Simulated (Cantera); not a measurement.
Cantera run, input and output.

```python
import numpy as np
import cantera as ct

gas = ct.Solution("gri30.yaml")
gas.TPX = 1450, 140000, {'CH4': 1, 'N2': 3.8}
reactor = ct.IdealGasConstPressureReactor(gas, energy="off", clone=False)
net = ct.ReactorNet([reactor])
net.rtol, net.atol = 1e-08, 1e-18
show = ['CH4', 'C2H6', 'HCN', 'C2H4', 'CH3', 'CH2']
times = np.geomspace(6e-06, 1, 12)

steps = ct.SolutionArray(gas, extra=["t"])
rows = []
print(f"{'t/s':>10s}{'T/K':>9s}{'P/Pa':>11s}" + "".join(f"{s:>11s}" for s in show))
for t in times:
    while net.time < t:
        t_next = net.step()
        steps.append(gas.state, t=t_next)
    rows.append([np.interp(t, steps.t, y) for y in (steps.T, steps.P, *steps(*show).X.T)])
    print(f"{t:10.3e}{rows[-1][0]:9.1f}{rows[-1][1]:11.4g}" + "".join(f"{x:11.3e}" for x in rows[-1][2:]))
rate = np.gradient(steps.T, steps.t)
print("integrator steps:", len(steps.t))
if steps.T.max() > steps.T[0] + 200:
    print(f"time of steepest temperature rise: {steps.t[rate.argmax()]:.4e} s")
gas.TPX = 1450, 140000, {'CH4': 1, 'N2': 3.8}
gas.equilibrate("TP")
print(f"equilibrium (TP): T = {gas.T:.1f} K  " + "  ".join(f"{s} {gas[s].X[0]:.3e}" for s in show))
```

Result:

```
       t/s      T/K       P/Pa        CH4       C2H6        HCN       C2H4        CH3        CH2
 6.000e-06   1450.0    1.4e+05  2.083e-01  1.130e-11  1.801e-19  6.846e-13  4.023e-07  4.124e-14
 1.790e-05   1450.0    1.4e+05  2.083e-01  3.105e-10  1.651e-18  2.805e-11  1.213e-06  3.096e-13
 5.340e-05   1450.0    1.4e+05  2.083e-01  8.267e-09  1.534e-17  8.780e-10  3.619e-06  2.535e-12
 1.593e-04   1450.0    1.4e+05  2.083e-01  2.095e-07  1.674e-16  2.380e-08  1.044e-05  2.046e-11
 4.753e-04   1450.0    1.4e+05  2.083e-01  3.979e-06  1.920e-15  4.819e-07  2.444e-05  1.108e-10
 1.418e-03   1450.0    1.4e+05  2.082e-01  3.083e-05  1.171e-14  4.518e-06  3.443e-05  2.190e-10
 4.231e-03   1450.0    1.4e+05  2.080e-01  1.162e-04  5.141e-14  2.804e-05  4.493e-05  3.717e-10
 1.262e-02   1450.0    1.4e+05  2.072e-01  3.246e-04  2.456e-13  1.914e-04  6.338e-05  7.377e-10
 3.766e-02   1450.0    1.4e+05  2.040e-01  5.540e-04  1.587e-12  1.074e-03  7.864e-05  1.148e-09
 1.123e-01   1450.0    1.4e+05  1.944e-01  4.446e-04  1.089e-11  2.366e-03  7.107e-05  9.874e-10
 3.352e-01   1450.0    1.4e+05  1.722e-01  2.468e-04  5.431e-11  2.060e-03  5.475e-05  6.636e-10
 1.000e+00   1450.0    1.4e+05  1.313e-01  1.076e-04  2.017e-10  2.610e-03  3.788e-05  4.178e-10
integrator steps: 996
equilibrium (TP): T = 1450.0 K  CH4 3.613e-02  C2H6 1.717e-05  HCN 6.876e-02  C2H4 4.553e-03  CH3 1.276e-05  CH2 1.736e-10
```

Model: GRI-Mech 3.0 (53 species, 325 reactions), integrated in Cantera. GRI-Mech 3.0 stops at C3 and has no aromatics, soot or wall deposition, so with more carbon than oxygen in the feed, carbon stays in small species such as C2H2 where larger ones or solid carbon would form.
